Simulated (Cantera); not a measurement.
## N2O furnace oxynitridation

An isothermal, constant-pressure homogeneous reactor starts with N2O : O2 = 1 : 0.3 (molar parts), at 1550 K and 1.00 atm.

Model: GRI-Mech 3.0 (53 species, 325 reactions), integrated in Cantera. GRI-Mech 3.0 was tuned for natural gas; its chemistry of N2O as a main component is partial and can be far from experiment. The temperature is held fixed by assumption; the heat of reaction is taken as removed at once.

| t (s) | x N2O | x O2 | x NO2 | x N2 | x NO |
|---|---|---|---|---|---|
| 7.00e-5 | 0.762 | 0.232 | 9.90e-7 | 0.00446 | 0.00138 |
| 0.000208 | 0.748 | 0.235 | 7.80e-6 | 0.0133 | 0.00416 |
| 0.000619 | 0.708 | 0.242 | 4.55e-5 | 0.0382 | 0.0120 |
| 0.00184 | 0.605 | 0.260 | 0.000171 | 0.103 | 0.0320 |
| 0.00548 | 0.395 | 0.299 | 0.000425 | 0.235 | 0.0714 |
| 0.0163 | 0.141 | 0.348 | 0.000700 | 0.397 | 0.113 |
| 0.0485 | 0.0161 | 0.377 | 0.000780 | 0.481 | 0.125 |
| 0.144 | 0.000109 | 0.381 | 0.000780 | 0.493 | 0.125 |
| 0.429 | 5.33e-6 | 0.382 | 0.000779 | 0.493 | 0.125 |
| 1.28 | 5.28e-6 | 0.382 | 0.000776 | 0.493 | 0.124 |
| 3.80 | 5.16e-6 | 0.383 | 0.000767 | 0.494 | 0.122 |
| 11.3 | 4.80e-6 | 0.385 | 0.000741 | 0.496 | 0.118 |
| 33.6 | 3.93e-6 | 0.391 | 0.000675 | 0.502 | 0.107 |
| 100 | 2.38e-6 | 0.403 | 0.000529 | 0.514 | 0.0823 |
x: mole fraction; the columns are a selection and need not sum to one.

Equilibrium at this temperature and pressure: N2O 9.70e-8, O2 0.443, NO2 1.28e-5, N2 0.555, NO 0.00190 (gas phase only).
